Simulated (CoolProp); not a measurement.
Aqueous methanol as a coolant, at 15 °C, 1 atm.

The numbers come from the Melinder's fits for secondary coolants in CoolProp.

```json
[
 {"mass %": "2.2", "freezing point (°C)": "-1.2", "Prandtl number": "8.87", "conductivity (W/(m K))": "0.576", "viscosity (mPa s)": "1.21", "density (kg/m³)": "995.2"},
 {"mass %": "9.3", "freezing point (°C)": "-6.0", "Prandtl number": "11.7", "conductivity (W/(m K))": "0.535", "viscosity (mPa s)": "1.49", "density (kg/m³)": "983.7"},
 {"mass %": "16.4", "freezing point (°C)": "-11.8", "Prandtl number": "14.6", "conductivity (W/(m K))": "0.497", "viscosity (mPa s)": "1.75", "density (kg/m³)": "973.5"},
 {"mass %": "23.5", "freezing point (°C)": "-18.5", "Prandtl number": "17.3", "conductivity (W/(m K))": "0.460", "viscosity (mPa s)": "1.97", "density (kg/m³)": "963.5"},
 {"mass %": "30.6", "freezing point (°C)": "-26.4", "Prandtl number": "19.6", "conductivity (W/(m K))": "0.425", "viscosity (mPa s)": "2.11", "density (kg/m³)": "952.9"},
 {"mass %": "37.7", "freezing point (°C)": "-35.5", "Prandtl number": "21.0", "conductivity (W/(m K))": "0.393", "viscosity (mPa s)": "2.15", "density (kg/m³)": "941.4"},
 {"mass %": "44.8", "freezing point (°C)": "-45.9", "Prandtl number": "21.4", "conductivity (W/(m K))": "0.364", "viscosity (mPa s)": "2.11", "density (kg/m³)": "928.9"}
]
```
